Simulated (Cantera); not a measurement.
# Stirred combustor or abatement burner

A perfectly stirred reactor is fed with 7.83 % CH₄, 1.49 % C₂H₆, 1.10 % C₃H₈, 18.8 % O₂, 70.8 % N₂, at 4.93 atm; it is adiabatic with a 325 K inlet, and is followed from long to short residence time, starting on the burning branch (τ in s: 0.042, 0.024, 0.013, 0.0076, 0.0044, 0.0025, 0.0014, 0.0008, 0.00046, 0.00026, 0.00015, 8.4e-05, 4.8e-05).

Computed with Cantera and GRI-Mech 3.0 (53 species, 325 reactions).

```json
[
 {"τ (s)": "0.042", "T (K)": "2024", "x CH₄": "0.000963", "x C₂H₆": "5.96e-7", "x C₃H₈": "1.45e-7", "x C₂H₂": "0.000433", "x C₂H₄": "5.91e-6", "x O": "5.23e-7"},
 {"τ (s)": "0.024", "T (K)": "2024", "x CH₄": "0.00131", "x C₂H₆": "1.13e-6", "x C₃H₈": "2.48e-7", "x C₂H₂": "0.000688", "x C₂H₄": "1.09e-5", "x O": "7.28e-7"},
 {"τ (s)": "0.013", "T (K)": "2024", "x CH₄": "0.00174", "x C₂H₆": "2.21e-6", "x C₃H₈": "4.45e-7", "x C₂H₂": "0.00104", "x C₂H₄": "2.03e-5", "x O": "1.10e-6"},
 {"τ (s)": "0.0076", "T (K)": "2023", "x CH₄": "0.00213", "x C₂H₆": "3.84e-6", "x C₃H₈": "7.42e-7", "x C₂H₂": "0.00139", "x C₂H₄": "3.39e-5", "x O": "1.64e-6"},
 {"τ (s)": "0.0044", "T (K)": "2020", "x CH₄": "0.00253", "x C₂H₆": "6.59e-6", "x C₃H₈": "1.25e-6", "x C₂H₂": "0.00176", "x C₂H₄": "5.52e-5", "x O": "2.51e-6"},
 {"τ (s)": "0.0025", "T (K)": "2013", "x CH₄": "0.00294", "x C₂H₆": "1.14e-5", "x C₃H₈": "2.14e-6", "x C₂H₂": "0.00211", "x C₂H₄": "8.92e-5", "x O": "3.98e-6"},
 {"τ (s)": "0.0014", "T (K)": "2001", "x CH₄": "0.00340", "x C₂H₆": "1.99e-5", "x C₃H₈": "3.77e-6", "x C₂H₂": "0.00244", "x C₂H₄": "0.000144", "x O": "6.45e-6"},
 {"τ (s)": "0.00080", "T (K)": "1982", "x CH₄": "0.00395", "x C₂H₆": "3.50e-5", "x C₃H₈": "6.66e-6", "x C₂H₂": "0.00272", "x C₂H₄": "0.000231", "x O": "1.03e-5"},
 {"τ (s)": "0.00046", "T (K)": "1951", "x CH₄": "0.00478", "x C₂H₆": "6.58e-5", "x C₃H₈": "1.24e-5", "x C₂H₂": "0.00297", "x C₂H₄": "0.000389", "x O": "1.62e-5"},
 {"τ (s)": "0.00026", "T (K)": "1878", "x CH₄": "0.00684", "x C₂H₆": "0.000168", "x C₃H₈": "3.02e-5", "x C₂H₂": "0.00317", "x C₂H₄": "0.000834", "x O": "2.47e-5"},
 {"τ (s)": "0.00015", "T (K)": "325", "x CH₄": "0.0783", "x C₂H₆": "0.0149", "x C₃H₈": "0.0110", "x C₂H₂": "<1e-12", "x C₂H₄": "<1e-12", "x O": "<1e-12"},
 {"τ (s)": "8.4e-5", "T (K)": "325", "x CH₄": "0.0783", "x C₂H₆": "0.0149", "x C₃H₈": "0.0110", "x C₂H₂": "<1e-12", "x C₂H₄": "<1e-12", "x O": "<1e-12"},
 {"τ (s)": "4.8e-5", "T (K)": "325", "x CH₄": "0.0783", "x C₂H₆": "0.0149", "x C₃H₈": "0.0110", "x C₂H₂": "<1e-12", "x C₂H₄": "<1e-12", "x O": "<1e-12"}
]
```
x: mole fraction; the columns are a selection and need not sum to one.
